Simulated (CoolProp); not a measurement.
Sulfur dioxide along the isobar 0.871 MPa: Z from the reference equation and from simpler models built on Tc = 430.6 K, pc = 7.887 MPa, ω = 0.256; each cubic takes its own stable root.

Model: reference Helmholtz-energy equation of state, Gao 2016, in CoolProp.

```tsv
T (K)	phase	reference	Pitzer virial	van der Waals	Redlich-Kwong	Soave-Redlich-Kwong	Peng-Robinson
390.7	gas	0.9437	0.9463	0.9570	0.9485	0.9463	0.9416
402.3	gas	0.9495	0.9515	0.9600	0.9527	0.9513	0.9468
413.9	gas	0.9545	0.9560	0.9628	0.9566	0.9558	0.9514
425.5	gas	0.9589	0.9600	0.9652	0.9600	0.9598	0.9555
437.1	gas	0.9627	0.9636	0.9675	0.9631	0.9634	0.9593
448.6	gas	0.9661	0.9667	0.9696	0.9659	0.9666	0.9626
460.2	gas	0.9691	0.9696	0.9715	0.9684	0.9695	0.9656
471.8	gas	0.9718	0.9722	0.9732	0.9707	0.9722	0.9684
483.4	gas	0.9742	0.9745	0.9748	0.9728	0.9746	0.9709
495	gas	0.9764	0.9766	0.9763	0.9747	0.9767	0.9731
506.6	gas	0.9783	0.9785	0.9777	0.9765	0.9787	0.9752
```
